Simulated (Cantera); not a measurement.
Charge: 1 mol NH3, 0.0064 mol SO2, at 7.50 Torr.

Cantera equilibrium calculation (NASA polynomials, part measured and part estimated; ideal gas, pure solids and liquids). Candidate condensed phases: H2O, H2SO4, S; 60 gas species. Ions and electrons are included (thermal ionisation). Kinetics and transport are ignored.

Q: At 5000 K, list the 5 most abundant gas species with their mole fractions, and the condensed phases.

A: H 0.811, N 0.0975, N2 0.0864, O 0.00345, S 0.00168. Condensed: gas only.
